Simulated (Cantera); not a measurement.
Cantera run:

```python
import numpy as np
import cantera as ct

gas_names = """
    B BF BF2 BF3 BN BO BOF BOF2 BO2 B2 B2O B2O2 B2O3 B3O3F3 F FO FO2 F2 F2O N NF NF2 NF3 NO NO2 NO3 N2
    N2O O O2 O3
""".split()
cond_names = """
    B(b) B(L) BN(s) B2O3(L)
""".split()


def load(file, names, dense=False):
    # The tables refer to 1 bar. Condensed volumes are neglected.
    table = {s.name: s for s in ct.Species.list_from_file(file)}
    out = []
    for n in names:
        d = dict(table[n].input_data)
        d["thermo"] = dict(d["thermo"], **{"reference-pressure": 1e5})
        if dense:
            d["equation-of-state"] = {"model": "constant-volume", "density": "1e6 g/cm^3"}
        out.append(ct.Species.from_dict(d))
    return out


gas = ct.Solution(thermo="ideal-gas", species=load("nasa_gas.yaml", gas_names))
cond = {s.name: ct.Solution(thermo="fixed-stoichiometry", species=[s], name=s.name)
        for s in load("nasa_condensed.yaml", cond_names, dense=True)}
atoms = {
    'BF3': {'B': 1, 'F': 3},
    'O2': {'O': 2},
    'N2': {'N': 2},
}
top_T = {'BN(s)': 3200}  # K; cautious upper limits of use, not melting points


def equilibrate(T, P, feed):
    n = {}
    for name, mol in feed.items():
        for a, k in atoms[name].items():
            n[a] = n.get(a, 0.0) + k * mol
    gas.TPX = T, P, n
    mass = sum(n.values()) * gas.mean_molecular_weight
    gas.equilibrate("TP")
    valid = [c for c in cond.values() if c.min_temp <= T <= top_T.get(c.name, c.max_temp)]
    mix = ct.Mixture([(gas, mass / gas.mean_molecular_weight)] + [(c, 0.0) for c in valid])
    mix.T, mix.P = T, P
    mix.equilibrate("TP", solver="vcs", rtol=1e-11, max_steps=5000)
    return mix


results = []
feed = {'BF3': 1, 'O2': 1.8, 'N2': 1.1}  # mol
T = 1848  # K
P = 100000  # Pa
mix = equilibrate(T, P, feed)
results.append((T, P, feed, dict(zip(mix.species_names, mix.species_moles))))
x = sorted(zip(gas.X, gas.species_names), reverse=True)
print(f"T = {T:g} K  P = {P:g} Pa  gas = {mix.phase_moles(0):.4g} mol")
print("   x: " + "  ".join(f"{s} {v:.3e}" for v, s in x if v > 0.0001))
print("   condensed (mol): " + ("  ".join(f"{mix.phase(i).name} {mix.phase_moles(i):.4g}"
      for i in range(1, mix.n_phases) if mix.phase_moles(i) > 1e-12) or "none"))
```

Output:

```
T = 1848 K  P = 100000 Pa  gas = 3.902 mol
   x: O2 4.589e-01  N2 2.798e-01  BF3 2.560e-01  NO 4.291e-03  F 5.980e-04  BOF 2.707e-04  O 1.283e-04
   condensed (mol): none
```

Method: chemical equilibrium by Gibbs-energy minimisation in Cantera with the NASA 1993 tables (ideal gas, pure condensed phases).
